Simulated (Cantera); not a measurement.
Cantera with NASA thermochemical tables; ideal gases at 1 bar, condensed phases pure. Values are per mole of reaction as written; species without (g) are pure solids or liquids, kept so even where they would boil at 1 bar.

3 ZrO₂ + 4 NH₃(g) = 6 H₂O(g) + 2 N₂(g) + 3 Zr

```csv
T (K),ΔH° (kJ),ΔS° (J/K),ΔG° (kJ),log10 K,condensed phases
2098,1952.0,649.8,588.7,-14.66,"ZrO₂(tetragonal), Zr(β)"
2148,2014.1,679.0,555.5,-13.51,"ZrO₂(tetragonal), Zr(l)"
2198,2014.0,679.0,521.6,-12.40,"ZrO₂(tetragonal), Zr(l)"
2248,…,…,…,…,"ZrO₂(tetragonal), Zr(l)"
2298,…,…,…,…,"ZrO₂(tetragonal), Zr(l)"
2348,…,…,…,…,"ZrO₂(tetragonal), Zr(l)"
2398,…,…,…,…,"ZrO₂(tetragonal), Zr(l)"
```

Question: Complete the blanks.

Answer: 
- 2248, ΔH° (kJ): 2013.8
- 2248, ΔS° (J/K): 678.9
- 2248, ΔG° (kJ): 487.6
- 2248, log10 K: -11.33
- 2298, ΔH° (kJ): 2013.7
- 2298, ΔS° (J/K): 678.9
- 2298, ΔG° (kJ): 453.7
- 2298, log10 K: -10.31
- 2348, ΔH° (kJ): 2013.6
- 2348, ΔS° (J/K): 678.8
- 2348, ΔG° (kJ): 419.8
- 2348, log10 K: -9.34
- 2398, ΔH° (kJ): 2013.5
- 2398, ΔS° (J/K): 678.8
- 2398, ΔG° (kJ): 385.8
- 2398, log10 K: -8.40
